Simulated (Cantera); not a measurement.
Charge: 1 mol CuO, 0.65 mol CO, 0.25 mol H₂, at 64.0 Pa.

These are equilibrium values from Cantera (NASA tables, ideal gas, pure condensed phases), not measurements of a reactor. Candidate condensed phases: C, C₆H₆, C₇H₈, C₈H₁₈, Cu, CuO, Cu(OH)₂, Cu₂O, H₂O; 113 gas species. Mutual solubility and eutectic melting of coexisting phases are not modelled. Kinetics and transport are ignored.

x: gas mole fraction; n: condensed amount in mol.

```
T (K)  x CO₂      x Cu  x H₂O      x O₂      x CO      x OH  n Cu(s)  n Cu₂O(s)  n Cu(l)
-----  -----  --------  -----  --------  --------  --------  -------  ---------  -------
1148   0.722   4.25e-6  0.278   2.93e-5   2.56e-5   1.63e-6    0.800     0.1000        0
1198   0.722   1.81e-5  0.278  0.000126   4.24e-5   4.77e-6    0.800     0.0998        0
1248   0.722   6.88e-5  0.278  0.000478   6.74e-5   1.28e-5    0.802     0.0992        0
1298   0.721  0.000235  0.277   0.00164  0.000103   3.19e-5    0.805     0.0971        0
1348   0.718  0.000732  0.276   0.00511  0.000153   7.40e-5    0.818     0.0909        0
1398   0.708   0.00203  0.272    0.0167  0.000205  0.000166        0     0.0694    0.859
1448   0.680   0.00518  0.262    0.0521  0.000257  0.000351        0   0.000679    0.994
1498   0.675    0.0124  0.259    0.0521  0.000555  0.000549        0          0    0.988
1548   0.663    0.0281  0.255    0.0515   0.00114  0.000829        0          0    0.972
1598   0.640    0.0603  0.246    0.0502   0.00219   0.00120        0          0    0.939
1648   0.594       ___  0.229    0.0476       ___       ___        0          0      ___
1698     ___       ___    ___       ___       ___       ___        0          0      ___
1748   0.359     0.455  0.139    0.0325   0.00929   0.00232        0          0    0.193
```

Task: Fill in the missing entries.

Result: 
- 1698, x CO₂: 0.509
- 1698, x Cu: 0.242
- 1698, x H₂O: 0.196
- 1698, x O₂: 0.0425
- 1698, x CO: 0.00654
- 1698, x OH: 0.00212
- 1698, n Cu(l): 0.694
- 1648, x Cu: 0.123
- 1648, x CO: 0.00396
- 1648, x OH: 0.00166
- 1648, n Cu(l): 0.865
